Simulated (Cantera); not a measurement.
A perfectly stirred reactor is fed with CO : O₂ : H₂O : N₂ = 0.01 : 0.0073 : 0.0012 : 1 (molar parts), at 400000 Pa; it is held at 1023 K, and followed from long to short residence time.

Cantera simulation using GRI-Mech 3.0 (53 species, 325 reactions); the numbers are that mechanism's predictions, not measurements.

x: mole fraction; the columns are a selection and need not sum to one.

| τ (s) | x CO | x O₂ | x H₂O | x NO₂ | x CO₂ |
|---|---|---|---|---|---|
| 10 | 0.00366 | 0.00410 | 0.00118 | 9.44e-9 | 0.00619 |
| 3.3 | 0.00621 | 0.00537 | 0.00117 | 2.00e-9 | 0.00362 |
| 1.1 | ___ | 0.00640 | 0.00117 | 2.86e-10 | ___ |
| 0.35 | 0.00934 | 0.00693 | 0.00118 | 2.75e-11 | 0.000481 |
| 0.12 | 0.00968 | 0.00710 | 0.00118 | 2.49e-12 | 0.000136 |
| 0.038 | 0.00980 | 0.00716 | 0.00118 | <1e-12 | 1.89e-5 |
| 0.013 | 0.00982 | 0.00717 | 0.00118 | <1e-12 | 9.01e-8 |
| 0.0041 | 0.00982 | 0.00717 | 0.00118 | <1e-12 | 8.08e-9 |
| 0.0014 | 0.00982 | 0.00717 | 0.00118 | <1e-12 | ___ |
| 0.00044 | 0.00982 | 0.00717 | 0.00118 | <1e-12 | 3.52e-10 |

### Question
Fill in the missing entries.

### Answer

- 1.1, x CO: 0.00828
- 1.1, x CO₂: 0.00154
- 0.0014, x CO₂: 1.62e-9
